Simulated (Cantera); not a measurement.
**Equilibrium for titanium nitride, carbide and oxide coatings: Ti(OiPr)4 + C3H8**

A closed system holds: 1 mol Ti(OiPr)4, 0.27 mol C3H8, held at 0.100 bar.

Equilibrium computed with Cantera from the NASA thermochemical tables; the gas is ideal and each condensed phase is pure. Candidate condensed phases: C, C6H6, C7H8, C8H18, H2O, Ti, TiC, TiO, TiO2, Ti2O3, Ti3O5, Ti4O7; 113 gas species. The feed counts by its element totals alone. Mutual solubility and eutectic melting of coexisting phases are not modelled. TiC: taken at fixed stoichiometry. Equilibrium is a limit: real reactors are often held back by kinetics, nucleation or transport.

| T (K) | x H2 | x CO | x H | x C2H2 (acetylene) | x CH4 | x H2O | x CO2 | x CH3 | n C(graphite) | n TiC(s) | n Ti3O5(s) |
|---|---|---|---|---|---|---|---|---|---|---|---|
| 1323 | 0.839 | 0.161 | 4.59e-6 | 6.92e-7 | 0.000478 | 9.88e-5 | 1.02e-5 | 5.17e-8 | 9.58 | 0.332 | 0.223 |
| 1423 | 0.790 | 0.210 | 1.87e-5 | 2.71e-6 | 0.000238 | 5.11e-5 | 5.99e-6 | 1.13e-7 | 7.81 | 1.00 | 0 |
| 1523 | 0.790 | 0.210 | 6.50e-5 | 9.34e-6 | 0.000144 | 2.42e-5 | 2.39e-6 | 2.40e-7 | 7.81 | 1.00 | 0 |
| 1623 | 0.790 | 0.210 | 0.000194 | 2.75e-5 | 9.25e-5 | 1.25e-5 | 1.07e-6 | 4.63e-7 | 7.81 | 1.00 | 0 |
| 1723 | 0.790 | 0.210 | 0.000512 | 7.15e-5 | 6.27e-5 | 7.04e-6 | 5.32e-7 | 8.27e-7 | 7.81 | 1.00 | 0 |
| 1823 | 0.789 | 0.210 | 0.00122 | 0.000167 | 4.44e-5 | 4.21e-6 | 2.86e-7 | 1.38e-6 | 7.80 | 1.00 | 0 |
| 1923 | 0.788 | 0.209 | 0.00264 | 0.000355 | 3.26e-5 | 2.66e-6 | 1.65e-7 | 2.19e-6 | 7.80 | 1.00 | 0 |
| 2023 | 0.785 | 0.209 | 0.00532 | 0.000701 | 2.46e-5 | 1.76e-6 | 1.00e-7 | 3.29e-6 | 7.78 | 1.00 | 0 |
x: gas mole fraction; n: condensed amount in mol.

At 1323 K the condensed part is C(graphite) + TiC(s) + Ti3O5(s). From 1423 K to 2023 K the condensed part is C(graphite) + TiC(s).
